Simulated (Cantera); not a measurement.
Input (Python, Cantera) and output of one run.

```python
import numpy as np
import cantera as ct

gas_names = """
    CL CL2 H HCL H2 N NH NH2 NH3 N2 N2H2 N2H4 Si SiCL SiCL2 SiCL3 SiCL4 SiH SiHCL3 SiH2 SiH2CL2 SiH3
    SiH3CL SiH4 SiN Si2 Si2N Si3
""".split()
cond_names = """
    NH4CL(a) NH4CL(b) Si(cr) Si(L) Si3N4(a)
""".split()


def load(file, names, dense=False):
    # The tables refer to 1 bar. Condensed volumes are neglected.
    table = {s.name: s for s in ct.Species.list_from_file(file)}
    out = []
    for n in names:
        d = dict(table[n].input_data)
        d["thermo"] = dict(d["thermo"], **{"reference-pressure": 1e5})
        if dense:
            d["equation-of-state"] = {"model": "constant-volume", "density": "1e6 g/cm^3"}
        out.append(ct.Species.from_dict(d))
    return out


gas = ct.Solution(thermo="ideal-gas", species=load("nasa_gas.yaml", gas_names))
cond = {s.name: ct.Solution(thermo="fixed-stoichiometry", species=[s], name=s.name)
        for s in load("nasa_condensed.yaml", cond_names, dense=True)}
atoms = {
    'Si2Cl6': {'Si': 2, 'CL': 6},
    'NH3': {'N': 1, 'H': 3},
}
top_T = {'Si3N4(a)': 2400}  # K; cautious upper limits of use, not melting points


def equilibrate(T, P, feed):
    n = {}
    for name, mol in feed.items():
        for a, k in atoms[name].items():
            n[a] = n.get(a, 0.0) + k * mol
    gas.TPX = T, P, n
    mass = sum(n.values()) * gas.mean_molecular_weight
    gas.equilibrate("TP")
    valid = [c for c in cond.values() if c.min_temp <= T <= top_T.get(c.name, c.max_temp)]
    mix = ct.Mixture([(gas, mass / gas.mean_molecular_weight)] + [(c, 0.0) for c in valid])
    mix.T, mix.P = T, P
    mix.equilibrate("TP", solver="vcs", rtol=1e-11, max_steps=5000)
    return mix


results = []
feed = {'Si2Cl6': 1, 'NH3': 6.3}  # mol
P = 97000  # Pa
for T in [898, 1048, 1198, 1348, 1498, 1648, 1798, 1948, 2098]:
    mix = equilibrate(T, P, feed)
    results.append((T, P, feed, dict(zip(mix.species_names, mix.species_moles))))

top = {s: max(r[3][s] / sum(r[3][g] for g in gas_names) for r in results) for s in gas_names}
cols = sorted((s for s in top if top[s] > 0.0001), key=lambda s: -top[s])[:6]
seen = [c for c in cond_names if any(r[3].get(c, 0) > 1e-12 for r in results)]
print("log10 of partial pressures in bar; condensed amounts in mol")
print(f"{'T/K':>10s}" + "".join(f"{s[:9]:>10s}" for s in cols + seen))
for T, P, feed, n in results:
    ng = sum(n[g] for g in gas_names)
    print(f"{T:10.4g}" + "".join(f"{np.log10(max(n[s] / ng * P / 1e5, 1e-99)):10.3f}" for s in cols)
          + "".join(f"{n.get(c, 0):10.4g}" for c in seen))
```

Output:

```
log10 of partial pressures in bar; condensed amounts in mol
       T/K        H2       HCL        N2     SiCL2     SiCL4     SiCL3     Si(L)  Si3N4(a)
       898    -0.289    -0.566    -0.828    -8.827    -1.454    -5.983         0    0.4956
      1048    -0.301    -0.527    -0.842    -6.519    -1.547    -4.664         0    0.5265
      1198    -0.309    -0.503    -0.851    -4.806    -1.630    -3.691         0    0.5468
      1348    -0.315    -0.489    -0.856    -3.493    -1.713    -2.953         0    0.5573
      1498    -0.318    -0.489    -0.854    -2.478    -1.830    -2.406         0    0.5476
      1648    -0.315    -0.521    -0.832    -1.737    -2.077    -2.079         0    0.4816
      1798    -0.305    -0.611    -0.788    -1.280    -2.573    -2.031         0    0.3309
      1948    -0.291    -0.753    -0.741    -1.041    -3.274    -2.205         0    0.1498
      2098    -0.294    -0.808    -0.708    -0.991    -3.877    -2.433    0.2787         0
```

These are equilibrium values from Cantera (NASA tables, ideal gas, pure condensed phases), not measurements of a reactor. The feed counts by its element totals alone. The tables' values for SiCl3, SiCl, SiN are old estimates; treat these amounts as uncertain. Gases not in the tables: Si2H6 and higher silanes.
